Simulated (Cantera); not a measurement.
## Catalytic combustion on Pt

An isothermal plug-flow reactor at 1075 K and 1.00 bar (inlet), inlet velocity 0.2 m/s, active area per volume 160 1/m; feed CH4 : O2 : N2 = 0.0072 : 0.11 : 0.79 (molar parts).

Computed with Cantera and Deutschmann's 1995 Pt surface mechanism with GRI-Mech 3.0 gas chemistry. Catalytic surfaces can have several steady states; this one follows from the mechanism file's or the stated starting coverage. Mass transfer to the wall is taken as infinitely fast.

```json
[
 {"z (m)": "9.2e-05", "x CH4": "0.00785", "x O2": "0.121", "x H2O": "0.000171", "x CO2": "8.06e-5", "x CO": "4.75e-6", "θ free Pt": "0.270", "θ O*": "0.730", "θ OH*": "0.000269"},
 {"z (m)": "0.00016", "x CH4": "0.00779", "x O2": "0.121", "x H2O": "0.000296", "x CO2": "0.000142", "x CO": "5.38e-6", "θ free Pt": "0.270", "θ O*": "0.730", "θ OH*": "0.000320"},
 {"z (m)": "0.00029", "x CH4": "0.00767", "x O2": "0.121", "x H2O": "0.000532", "x CO2": "0.000260", "x CO": "5.52e-6", "θ free Pt": "0.270", "θ O*": "0.730", "θ OH*": "0.000400"},
 {"z (m)": "0.00052", "x CH4": "0.00746", "x O2": "0.120", "x H2O": "0.000943", "x CO2": "0.000465", "x CO": "5.39e-6", "θ free Pt": "0.270", "θ O*": "0.730", "θ OH*": "0.000510"},
 {"z (m)": "0.00092", "x CH4": "0.00712", "x O2": "0.120", "x H2O": "0.00163", "x CO2": "0.000809", "x CO": "5.15e-6", "θ free Pt": "0.270", "θ O*": "0.729", "θ OH*": "0.000653"},
 {"z (m)": "0.0016", "x CH4": "0.00656", "x O2": "0.119", "x H2O": "0.00273", "x CO2": "0.00136", "x CO": "4.76e-6", "θ free Pt": "0.270", "θ O*": "0.729", "θ OH*": "0.000834"},
 {"z (m)": "0.0029", "x CH4": "0.00561", "x O2": "0.117", "x H2O": "0.00462", "x CO2": "0.00230", "x CO": "4.09e-6", "θ free Pt": "0.271", "θ O*": "0.728", "θ OH*": "0.00107"},
 {"z (m)": "0.0052", "x CH4": "0.00423", "x O2": "0.114", "x H2O": "0.00733", "x CO2": "0.00364", "x CO": "3.16e-6", "θ free Pt": "0.272", "θ O*": "0.727", "θ OH*": "0.00135"},
 {"z (m)": "0.0092", "x CH4": "0.00254", "x O2": "0.111", "x H2O": "0.0106", "x CO2": "0.00526", "x CO": "2.24e-6", "θ free Pt": "0.273", "θ O*": "0.725", "θ OH*": "0.00162"}
]
```
x: gas mole fraction; θ: surface coverage.
